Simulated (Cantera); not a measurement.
An isothermal plug-flow reactor at 950 K and 760 Torr (inlet), inlet velocity 1.3 m/s, active area per volume 3700 1/m; feed CH₄ : O₂ : N₂ = 0.0051 : 0.18 : 0.79 (molar parts), equivalence ratio 0.057.

Model: Deutschmann's 1995 Pt surface mechanism with GRI-Mech 3.0 gas chemistry, integrated in Cantera. Catalytic surfaces can have several steady states; this one follows from the mechanism file's or the stated starting coverage. Mass transfer to the wall is taken as infinitely fast.

One state of this run: x CH₄ = 0.00517; x O₂ = 0.184; x H₂O = 0.000126; x CO₂ = 6.14e-5; x CO = 1.69e-6; θ free Pt = 0.122; θ O* = 0.877. x: gas mole fraction; θ: surface coverage.

Question: Which value of z (m) does it belong to?
(A) 0.00086
(B) 0.0019
(C) 0.00019
(D) 8.6e-05

Answer: C, 0.00019
